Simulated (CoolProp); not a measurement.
Vapour pressure (bar) of octamethyltrisiloxane (MDM): the reference equation beside estimates from Tc = 565.4 K, pc = 14.38 bar, ω = 0.528. Clausius-Clapeyron is anchored at 289.1 K with a constant enthalpy of vaporisation of 49.17 kJ/mol.

Values from CoolProp's reference Helmholtz-energy equation of state, Thol 2017.

| T (K) | reference | Clausius-Clapeyron | van der Waals | Redlich-Kwong | Soave-Redlich-Kwong | Peng-Robinson |
|---|---|---|---|---|---|---|
| 267.4 | 0.0004943 | 0.0005126 | 0.2715 | 0.01452 | 0.0005789 | 0.0006963 |
| 289.1 | 0.002696 | 0.002696 | 0.4644 | 0.04409 | 0.002952 | 0.003375 |
| 310.8 | 0.01095 | 0.01125 | 0.7393 | 0.1103 | [?] | [?] |
| 332.5 | 0.03532 | 0.03894 | 1.112 | 0.2378 | [?] | 0.03840 |
| 354.3 | 0.09532 | 0.1163 | 1.598 | 0.4582 | 0.09551 | 0.09958 |
| 376 | 0.2213 | 0.3048 | 2.208 | 0.8035 | 0.2199 | 0.2253 |
| 397.7 | 0.4569 | 0.7191 | 2.955 | [?] | 0.4528 | 0.4579 |
| 419.4 | 0.8582 | 1.552 | 3.850 | 2.014 | [?] | [?] |
| 441.1 | 1.492 | 3.106 | 4.903 | 2.950 | [?] | 1.479 |
| 462.8 | 2.437 | 5.824 | 6.124 | 4.154 | 2.440 | 2.417 |
| 484.5 | 3.779 | 10.32 | 7.519 | 5.656 | 3.805 | 3.763 |
| 506.3 | 5.628 | 17.46 | 9.105 | 7.496 | 5.696 | 5.634 |

Task: Fill in the missing entries.

Result: 
- 310.8, Soave-Redlich-Kwong: 0.01147
- 310.8, Peng-Robinson: 0.01262
- 332.5, Soave-Redlich-Kwong: 0.03598
- 397.7, Redlich-Kwong: 1.310
- 419.4, Soave-Redlich-Kwong: 0.8516
- 419.4, Peng-Robinson: 0.8529
- 441.1, Soave-Redlich-Kwong: 1.486

Absolute difference from the reference over all 12 rows, mean and median: Clausius-Clapeyron 70.4 and 47.6 %, van der Waals 7130.2 and 722.2 %, Redlich-Kwong 589.1 and 224.9 %, Soave-Redlich-Kwong 3.2 and 0.8 %, Peng-Robinson 8.3 and 1.3 %.
